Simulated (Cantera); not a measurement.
MgO + C + H2 (sublimation and decomposition of ceramics)

A closed system holds: 1 mol MgO, 0.48 mol C, 0.047 mol H2, at 2152 °C.

Method: chemical equilibrium by Gibbs-energy minimisation in Cantera with the NASA 1993 tables (ideal gas, pure condensed phases). Candidate condensed phases: C, C6H6, C7H8, C8H18, H2O, Mg, MgCO3, MgO, Mg(OH)2; 116 gas species. The tables' values for MgH are old estimates; treat these amounts as uncertain. Kinetics and transport are ignored.

| P (Pa) | x Mg | x CO | x O | x CO2 | x H | x H2 | x O2 | x H2O | n MgO(s) |
|---|---|---|---|---|---|---|---|---|---|
| 1 | 0.481 | 0.229 | 0.236 | 0.00223 | 0.0447 | 6.23e-5 | 0.00569 | 3.63e-6 | 0 |
| 16 | 0.509 | 0.223 | 0.156 | 0.0229 | 0.0407 | 0.000826 | 0.0397 | 0.000509 | 0 |
| 250 | 0.527 | 0.285 | 0.0270 | 0.0794 | 0.0282 | 0.00619 | 0.0186 | 0.0103 | 0.293 |
| 4000 | 0.479 | 0.457 | 0.000116 | 0.00877 | 0.0163 | 0.0330 | 5.51e-6 | 0.00379 | 0.505 |
| 63000 | 0.475 | 0.475 | 4.72e-7 | 0.000583 | 0.00468 | 0.0430 | 1.43e-9 | 0.000316 | 0.519 |
| 1000000 | 0.472 | 0.478 | 1.89e-9 | 3.72e-5 | 0.00118 | 0.0431 | <1e-12 | 2.01e-5 | 0.520 |
x: gas mole fraction; n: condensed amount in mol.

From 1.00e-5 bar to 0.000160 bar nothing is condensed. From 0.00250 bar to 10.0 bar the condensed part is MgO(s). The main Mg-bearing gas is Mg throughout.
